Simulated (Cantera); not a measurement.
Catalytic combustion on Pt

An isothermal plug-flow reactor at 798 K and 4.34 atm (inlet), inlet velocity 0.093 m/s, active area per volume 110 1/m; feed 0.213 % CO, 13.8 % O2, 84.0 % N2, 2.02 % H2O, equivalence ratio 0.0077.

Model: Deutschmann's 1995 Pt surface mechanism with GRI-Mech 3.0 gas chemistry, integrated in Cantera. Catalytic surfaces can have several steady states; this one follows from the mechanism file's or the stated starting coverage. Mass transfer to the wall is taken as infinitely fast.

```json
[
 {"z (m)": "0.00045", "x CO": "0.00201", "x O2": "0.138", "x H2O": "0.0202", "x CO2": "0.000117", "θ free Pt": "0.0182", "θ O*": "0.977", "θ OH*": "0.00429"},
 {"z (m)": "0.00086", "x CO": "0.00191", "x O2": "0.138", "x H2O": "0.0202", "x CO2": "0.000217", "θ free Pt": "0.0180", "θ O*": "0.977", "θ OH*": "0.00427"},
 {"z (m)": "0.0017", "x CO": "0.00172", "x O2": "0.138", "x H2O": "0.0202", "x CO2": "0.000402", "θ free Pt": "0.0178", "θ O*": "0.978", "θ OH*": "0.00424"},
 {"z (m)": "0.0032", "x CO": "0.00145", "x O2": "0.138", "x H2O": "0.0202", "x CO2": "0.000681", "θ free Pt": "0.0174", "θ O*": "0.978", "θ OH*": "0.00420"},
 {"z (m)": "0.0062", "x CO": "0.00103", "x O2": "0.138", "x H2O": "0.0202", "x CO2": "0.00109", "θ free Pt": "0.0170", "θ O*": "0.979", "θ OH*": "0.00415"},
 {"z (m)": "0.012", "x CO": "0.000561", "x O2": "0.137", "x H2O": "0.0202", "x CO2": "0.00157", "θ free Pt": "0.0165", "θ O*": "0.979", "θ OH*": "0.00409"},
 {"z (m)": "0.023", "x CO": "0.000187", "x O2": "0.137", "x H2O": "0.0202", "x CO2": "0.00194", "θ free Pt": "0.0161", "θ O*": "0.980", "θ OH*": "0.00404"},
 {"z (m)": "0.045", "x CO": "2.22e-5", "x O2": "0.137", "x H2O": "0.0202", "x CO2": "0.00211", "θ free Pt": "0.0159", "θ O*": "0.980", "θ OH*": "0.00402"}
]
```
x: gas mole fraction; θ: surface coverage.
